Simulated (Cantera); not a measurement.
A closed system holds: 1 mol Al, 2.9 mol Cl₂, 19 mol N₂, equilibrated at 0.140 bar.

Cantera equilibrium calculation (NASA polynomials, part measured and part estimated; ideal gas, pure solids and liquids). Candidate condensed phases: Al, AlCl₃, AlN; 11 gas species. Equilibrium is a limit: real reactors are often held back by kinetics, nucleation or transport.

x: gas mole fraction; nothing condenses.

```tsv
T (°C)	x N₂	x Cl₂	x AlCl₃	x Cl	x Al₂Cl₆	x AlCl₂
427	0.894	0.0659	0.0335	…	0.00679	<1e-12
477	0.890	0.0656	0.0415	…	0.00266	<1e-12
527	0.889	0.0655	0.0449	…	0.000942	<1e-12
577	0.888	0.0654	0.0460	…	0.000349	<1e-12
627	0.888	0.0654	0.0465	…	0.000141	<1e-12
677	0.888	0.0654	0.0466	…	6.28e-5	<1e-12
727	0.888	0.0653	0.0467	…	3.03e-5	1.56e-12
777	0.888	0.0651	0.0467	…	1.57e-5	8.73e-12
827	0.887	0.0649	0.0467	…	8.70e-6	4.18e-11
877	0.887	0.0644	0.0467	…	5.08e-6	1.75e-10
927	0.886	0.0637	0.0466	…	3.11e-6	6.48e-10
977	0.886	0.0626	0.0466	…	1.99e-6	2.17e-9
1027	0.884	0.0611	0.0465	…	1.32e-6	6.63e-9
```

Complete the blanks.


- 427, x Cl: 4.53e-7
- 477, x Cl: 1.86e-6
- 527, x Cl: 6.40e-6
- 577, x Cl: 1.91e-5
- 627, x Cl: 5.05e-5
- 677, x Cl: 0.000121
- 727, x Cl: 0.000265
- 777, x Cl: 0.000540
- 827, x Cl: 0.00103
- 877, x Cl: 0.00186
- 927, x Cl: 0.00319
- 977, x Cl: 0.00522
- 1027, x Cl: 0.00819
